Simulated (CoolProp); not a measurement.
Saturation properties of dodecamethylcyclohexasiloxane (D6) (Tc = 645.8 K, pc = 0.9614 MPa, ω = 0.736).

The numbers come from the reference Helmholtz-energy equation of state, Colonna 2008 in CoolProp. It is a short technical equation, of lower accuracy than the large ones.

```json
[
 {"T (K)": "311.4", "p (MPa)": "1.086e-5", "liquid density (kg/m³)": "953.7", "vapour Z": "1.0000"},
 {"T (K)": "329.5", "p (MPa)": "4.555e-5", "liquid density (kg/m³)": "933.7", "vapour Z": "0.9998"},
 {"T (K)": "347.5", "p (MPa)": "0.0001566", "liquid density (kg/m³)": "913.8", "vapour Z": "0.9995"},
 {"T (K)": "365.5", "p (MPa)": "0.0004596", "liquid density (kg/m³)": "893.7", "vapour Z": "0.9988"},
 {"T (K)": "383.5", "p (MPa)": "0.001181", "liquid density (kg/m³)": "873.4", "vapour Z": "0.9974"},
 {"T (K)": "401.5", "p (MPa)": "0.002714", "liquid density (kg/m³)": "852.8", "vapour Z": "0.9947"},
 {"T (K)": "419.5", "p (MPa)": "0.005671", "liquid density (kg/m³)": "831.9", "vapour Z": "0.9903"},
 {"T (K)": "437.5", "p (MPa)": "0.01093", "liquid density (kg/m³)": "810.5", "vapour Z": "0.9835"},
 {"T (K)": "455.5", "p (MPa)": "0.01967", "liquid density (kg/m³)": "788.5", "vapour Z": "0.9736"},
 {"T (K)": "473.5", "p (MPa)": "0.03339", "liquid density (kg/m³)": "765.8", "vapour Z": "0.9597"},
 {"T (K)": "491.5", "p (MPa)": "0.05390", "liquid density (kg/m³)": "742.2", "vapour Z": "0.9412"}
]
```

It boils at 518.1 K under 1 atm.
